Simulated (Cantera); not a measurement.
An isothermal, constant-pressure homogeneous reactor starts with H₂ : O₂ : N₂ = 0.81 : 1 : 1.6 (molar parts), equivalence ratio 0.41, at 1048 K and 0.128 atm.

Computed with Cantera and the H2/O2 subset of GRI-Mech 3.0, which has no nitrogen chemistry. Radical loss at walls, strong at low pressure, is not modelled. The temperature is held fixed by assumption; the heat of reaction is taken as removed at once.

One state of this run: x H₂ = 3.40e-8; x O₂ = 0.198; x O = 5.09e-8; x H = 1.99e-10; x H₂O = 0.270. x: mole fraction; the columns are a selection and need not sum to one.

**Question.** Which value of t (s) does it belong to?
(A) 0.482
(B) 0.0571
(C) 34.4
(D) 0.00676

**Answer.** A, 0.482
